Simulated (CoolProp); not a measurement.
The fluid at 293.15 K and 0.761 MPa flows at 12 m/s in a round tube of 2 mm bore and 45 µm roughness, fully developed (64/Re and Nu = 3.66 if laminar; Colebrook and Gnielinski if turbulent). The same conditions are run with several fluids, on thermodynamics alone (safety and materials aside).

Computed with CoolProp (reference Helmholtz-energy equation of state of each fluid (R227EA: Lemmon 2016; R245fa: Akasaka 2015; toluene: Lemmon 2006; n-pentane: Thol 2019; m-xylene: Zhou 2012)).

| fluid | Reynolds number | Darcy friction factor | pressure drop (Pa/m) | heat-transfer coefficient (W/(m² K)) | mass flow (kg/h) |
|---|---|---|---|---|---|
| R227EA | (withheld) | 0.0512 | 2600000 | (withheld) | 192 |
| R245fa | 76900 | 0.0514 | 2500000 | 40700 | 184 |
| toluene | 35300 | (withheld) | 1620000 | 28300 | 118 |
| n-pentane | (withheld) | 0.0514 | 1160000 | 44200 | 85.1 |
| m-xylene | 33400 | 0.0520 | 1620000 | 27200 | 117 |

Question: What belongs in the gaps?

Answer: 
- R227EA, Reynolds number: 131000
- R227EA, heat-transfer coefficient (W/(m² K)): 42800
- toluene, Darcy friction factor: 0.0519
- n-pentane, Reynolds number: 78800

Transport values come from each fluid's own correlations; those of R227EA, R245fa, n-pentane are estimates that may be off by 10 % or more.
